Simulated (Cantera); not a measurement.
A perfectly stirred reactor is fed with C₃H₈ : O₂ : N₂ = 1 : 7.81 : 29.4 (molar parts), equivalence ratio 0.64, at 7500 Torr; it is adiabatic with a 550 K inlet, and is followed from long to short residence time, starting on the burning branch (τ in s: 0.24, 0.098, 0.04, 0.017, 0.0068, 0.0028, 0.0012, 0.00048, 0.0002, 8.1e-05).

Cantera simulation using GRI-Mech 3.0 (53 species, 325 reactions); the numbers are that mechanism's predictions, not measurements. GRI-Mech 3.0 was tuned for natural gas; its chemistry of propane as a main component is partial and can be far from experiment.

Problem. What does this change do: O2 7.81 to 5.4 parts?

Solution. 
```json
[
 {"quantity": "blow-out, bracketed by the residence times tried", "before": "burning at 81.0 µs, the shortest tried", "after": "burning at 81.0 µs, the shortest tried"},
 {"quantity": "x(C₃H₈) at τ = 0.240 s", "before": "4.77e-8", "after": "3.85e-8"},
 {"quantity": "x(O₂) at τ = 0.240 s", "before": "0.0713", "after": "0.0108"},
 {"quantity": "x(NO) at τ = 0.240 s", "before": "0.000486", "after": "0.000453"},
 {"quantity": "x(C₂H) at τ = 0.240 s", "before": "2.51e-10", "after": "8.99e-10"},
 {"quantity": "x(HO₂) at τ = 0.240 s", "before": "2.06e-6", "after": "7.52e-7"},
 {"quantity": "x(C₃H₈) at τ = 2.80 ms", "before": "2.79e-6", "after": "2.21e-6"},
 {"quantity": "x(O₂) at τ = 2.80 ms", "before": "0.0718", "after": "0.0125"},
 {"quantity": "x(NO) at τ = 2.80 ms", "before": "3.30e-5", "after": "0.000109"},
 {"quantity": "x(C₂H) at τ = 2.80 ms", "before": "1.13e-8", "after": "3.17e-8"},
 {"quantity": "x(HO₂) at τ = 2.80 ms", "before": "5.58e-6", "after": "3.59e-6"}
]
```
